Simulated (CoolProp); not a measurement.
Saturation properties of R11 (Tc = 198.0 °C, pc = 4.408 MPa, ω = 0.189).

Model: reference Helmholtz-energy equation of state, Jacobsen 1992, in CoolProp.

| T (°C) | p (MPa) | enthalpy of vaporisation (kJ/kg) | vapour Z | surface tension (mN/m) |
|---|---|---|---|---|
| 18.15 | 0.08286 | 183.4 | 0.9682 | 18.7 |
| 23.55 | 0.1008 | 181.4 | [?] | 18.0 |
| 28.95 | 0.1216 | 179.4 | 0.9587 | 17.3 |
| 34.35 | 0.1456 | 177.4 | 0.9532 | 16.6 |
| 39.75 | 0.1731 | 175.3 | 0.9472 | [?] |
| 45.15 | 0.2044 | 173.1 | 0.9408 | 15.3 |
| 50.55 | 0.2400 | 170.9 | 0.9338 | 14.6 |
| 55.95 | 0.2800 | 168.7 | 0.9263 | 13.9 |
| 61.35 | 0.3250 | 166.3 | 0.9183 | 13.3 |
| 66.75 | 0.3753 | 163.9 | 0.9097 | 12.6 |
| 72.15 | 0.4311 | 161.5 | [?] | 12.0 |
| 77.55 | 0.4930 | 158.9 | 0.8907 | 11.3 |
| 82.95 | 0.5614 | 156.2 | 0.8803 | 10.7 |
| 88.35 | 0.6365 | 153.4 | 0.8693 | 10.1 |
| 93.75 | [?] | 150.6 | 0.8576 | 9.47 |

Question: Fill in the missing entries.

Answer: 
- 23.55, vapour Z: 0.9636
- 39.75, surface tension (mN/m): 15.9
- 72.15, vapour Z: 0.9005
- 93.75, p (MPa): 0.7189

It boils at 23.7 °C under 1 atm.

Surface tension comes from a separate correlation (Mulero 2012).
